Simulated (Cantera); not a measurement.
Charge: 1 mol Pb, 0.097 mol O2, 32 mol N2, 0.11 mol CO, at 173 Torr.

These are equilibrium values from Cantera (NASA tables, ideal gas, pure condensed phases), not measurements of a reactor. Candidate condensed phases: C, Pb, PbO, PbO2, Pb3O4; 27 gas species. Each liquid is taken as pure. Mutual solubility and eutectic melting of coexisting phases are not modelled. Gases not in the tables: (PbO)n polymers. Kinetics and transport are ignored.

Q: Which condensed phases are stable at each of these points (T (K)): 998, 1023, 1048, 1073, 1098, 1123, 1148, 1173, 1198, 1223, 1248, 1273, 1298?

A: 
| T (K) | condensed phases | Pb condensed (%) |
|---|---|---|
| 998 | Pb(l) + PbO(yellow) | 99.8 |
| 1023 | Pb(l) + PbO(yellow) | 99.6 |
| 1048 | Pb(l) + PbO(yellow) | 99.4 |
| 1073 | Pb(l) + PbO(yellow) | 98.9 |
| 1098 | Pb(l) + PbO(yellow) | 98.3 |
| 1123 | Pb(l) + PbO(yellow) | 97.3 |
| 1148 | Pb(l) + PbO(yellow) | 95.8 |
| 1173 | Pb(l) + PbO(l) | 93.6 |
| 1198 | Pb(l) + PbO(l) | 90.3 |
| 1223 | Pb(l) + PbO(l) | 85.8 |
| 1248 | Pb(l) + PbO(l) | 79.3 |
| 1273 | Pb(l) + PbO(l) | 70.2 |
| 1298 | Pb(l) + PbO(l) | 57.7 |

From 998 K to 1148 K the condensed part is Pb(l) + PbO(yellow). From 1173 K to 1298 K the condensed part is Pb(l) + PbO(l). The share of Pb in condensed phases is highest at 998 K (99.8 %) and lowest at 1298 K (57.7 %).
